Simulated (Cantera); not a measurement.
Feed: 1 mol SiH2Cl2, 0.91 mol NH3, 37 mol N2, held at 1125 K and 750 Torr.

These are equilibrium values from Cantera (NASA tables, ideal gas, pure condensed phases), not measurements of a reactor. Candidate condensed phases: NH4Cl, Si, Si3N4; 28 gas species. Equilibrium is a limit: real reactors are often held back by kinetics, nucleation or transport.

Base state: N2 0.917, HCl 0.0467, H2 0.0356, SiCl4 0.000772, SiHCl3 1.02e-5 (mole fractions); condensed: Si3N4(s).

Question: What changes in the equilibrium state with this change: N2 from 37 to 0.67 mol?

Answer: 
| species | before | after |
|---|---|---|
| H2 | 0.0356 | 0.456 |
| HCl | 0.0467 | 0.344 |
| N2 | 0.917 | 0.153 |
| SiCl4 | 0.000772 | 0.0459 |
| SiHCl3 | 1.02e-5 | 0.00105 |
| SiCl3 | 3.92e-6 | 0.000113 |
| Si3N4(s), mol | 0.323 | 0.274 |
The tables' values for SiCl3 are old estimates; treat these amounts as uncertain.
